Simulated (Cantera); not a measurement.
An adiabatic, constant-volume homogeneous reactor starts with CH4 : H2 : O2 : N2 : H2O = 1 : 0.055 : 5.96 : 65.6 : 17 (molar parts), equivalence ratio 0.34, at 1100 K and 0.987 atm.

Model: GRI-Mech 3.0 (53 species, 325 reactions), integrated in Cantera.

Q: Predict: time of steepest temperature rise; temperature at 0.700 s; equilibrium temperature; x(H2) at 0.700 s; x(O2) at 0.700 s; x(H) at 0.700 s.

A: 
```
Quantity                                                             Value
---------------------------------  ---------------------------------------
time of steepest temperature rise                                  0.161 s
temperature at 0.700 s                                              1422 K
equilibrium temperature                                             1421 K
x(H2) at 0.700 s                   5.68e-7 (gas-phase equilibrium 5.60e-7)
x(O2) at 0.700 s                     0.0439 (gas-phase equilibrium 0.0437)
x(H) at 0.700 s                    4.38e-9 (gas-phase equilibrium 4.29e-9)
```
